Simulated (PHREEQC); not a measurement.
Dissolve 0.032 mol/kgw H2SO4, 0.016 mol/kgw MgSO4, 0.0075 mol/kgw KBr and 0.0048 mol/kgw KCl at 25 °C. Closed to the air; pH follows from the charge balance.

Equilibrium calculation in PHREEQC: ion-association model, phreeqc.dat.

Precipitation was switched off in this run.

What pH does the model give?

pH 1.49.

In which forms is K present?

K+ 96 %, KSO4- 4.1 % of the K.

Complexes and solids missing from the database can't appear.
